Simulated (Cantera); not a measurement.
## Hydrocarbon pyrolysis for carbon deposition

An isothermal, constant-pressure homogeneous reactor starts with C₂H₄ : H₂ = 1 : 16 (molar parts), at 1000 K and 0.0133 bar.

Model: GRI-Mech 3.0 (53 species, 325 reactions), integrated in Cantera. GRI-Mech 3.0 was tuned for natural gas; its chemistry of ethylene as a main component is partial and can be far from experiment. GRI-Mech 3.0 stops at C3 and has no aromatics, soot or wall deposition, so with more carbon than oxygen in the feed, carbon stays in small species such as C2H2 where larger ones or solid carbon would form. Radical loss at walls, strong at low pressure, is not modelled.

```json
[
 {"t (s)": "7.00e-6", "x C₂H₄": "0.0588", "x H₂": "0.941", "x CH₄": "<1e-12", "x H": "<1e-12", "x CH₃": "<1e-12", "x CH₂": "<1e-12", "x C₂H": "<1e-12"},
 {"t (s)": "3.46e-5", "x C₂H₄": "0.0588", "x H₂": "0.941", "x CH₄": "<1e-12", "x H": "<1e-12", "x CH₃": "<1e-12", "x CH₂": "<1e-12", "x C₂H": "<1e-12"},
 {"t (s)": "0.000171", "x C₂H₄": "0.0588", "x H₂": "0.941", "x CH₄": "<1e-12", "x H": "<1e-12", "x CH₃": "<1e-12", "x CH₂": "<1e-12", "x C₂H": "<1e-12"},
 {"t (s)": "0.000844", "x C₂H₄": "0.0588", "x H₂": "0.941", "x CH₄": "<1e-12", "x H": "<1e-12", "x CH₃": "<1e-12", "x CH₂": "<1e-12", "x C₂H": "<1e-12"},
 {"t (s)": "0.00417", "x C₂H₄": "0.0588", "x H₂": "0.941", "x CH₄": "<1e-12", "x H": "<1e-12", "x CH₃": "<1e-12", "x CH₂": "<1e-12", "x C₂H": "<1e-12"},
 {"t (s)": "0.0206", "x C₂H₄": "0.0588", "x H₂": "0.941", "x CH₄": "<1e-12", "x H": "2.86e-12", "x CH₃": "<1e-12", "x CH₂": "<1e-12", "x C₂H": "<1e-12"},
 {"t (s)": "0.102", "x C₂H₄": "0.0588", "x H₂": "0.941", "x CH₄": "<1e-12", "x H": "1.42e-11", "x CH₃": "<1e-12", "x CH₂": "<1e-12", "x C₂H": "<1e-12"},
 {"t (s)": "0.503", "x C₂H₄": "0.0588", "x H₂": "0.941", "x CH₄": "<1e-12", "x H": "7.06e-11", "x CH₃": "<1e-12", "x CH₂": "<1e-12", "x C₂H": "<1e-12"},
 {"t (s)": "2.49", "x C₂H₄": "0.0588", "x H₂": "0.941", "x CH₄": "4.41e-11", "x H": "3.73e-10", "x CH₃": "<1e-12", "x CH₂": "<1e-12", "x C₂H": "<1e-12"},
 {"t (s)": "12.3", "x C₂H₄": "0.0588", "x H₂": "0.941", "x CH₄": "1.09e-8", "x H": "6.49e-9", "x CH₃": "2.32e-12", "x CH₂": "<1e-12", "x C₂H": "<1e-12"},
 {"t (s)": "60.7", "x C₂H₄": "0.0563", "x H₂": "0.941", "x CH₄": "0.000594", "x H": "6.79e-7", "x CH₃": "2.44e-8", "x CH₂": "<1e-12", "x C₂H": "<1e-12"},
 {"t (s)": "300", "x C₂H₄": "0.0487", "x H₂": "0.937", "x CH₄": "0.00797", "x H": "6.70e-7", "x CH₃": "1.13e-7", "x CH₂": "<1e-12", "x C₂H": "<1e-12"}
]
```
x: mole fraction; the columns are a selection and need not sum to one.

Equilibrium at this temperature and pressure: C₂H₄ 0.000100, H₂ 0.875, CH₄ 0.125, H 1.85e-8, CH₃ 4.56e-8, CH₂ <1e-12, C₂H <1e-12 (gas phase only).
